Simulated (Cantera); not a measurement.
A perfectly stirred reactor is fed with 0.951 % H2, 99.0 % O2, equivalence ratio 0.0048, at 2.78 Torr; it is held at 1225 K, and followed from long to short residence time.

Cantera simulation using GRI-Mech 3.0 (53 species, 325 reactions); the numbers are that mechanism's predictions, not measurements. Radical loss at walls, strong at low pressure, is not modelled.

**Question.** Predict: x(H2) at τ = 1.50 s; x(O2) at τ = 1.50 s; x(O) at τ = 1.50 s; x(OH) at τ = 1.50 s; x(H) at τ = 1.50 s; x(H2) at τ = 80.0 ms; x(O2) at τ = 80.0 ms; x(O) at τ = 80.0 ms; x(OH) at τ = 80.0 ms; x(H) at τ = 80.0 ms.

**Answer.** 
| Item | Result |
|---|---|
| x(H2) at τ = 1.50 s | 6.04e-5 |
| x(O2) at τ = 1.50 s | 0.984 |
| x(O) at τ = 1.50 s | 0.00563 |
| x(OH) at τ = 1.50 s | 0.000710 |
| x(H) at τ = 1.50 s | 0.000225 |
| x(H2) at τ = 80.0 ms | 0.000474 |
| x(O2) at τ = 80.0 ms | 0.982 |
| x(O) at τ = 80.0 ms | 0.00739 |
| x(OH) at τ = 80.0 ms | 0.00113 |
| x(H) at τ = 80.0 ms | 0.000485 |
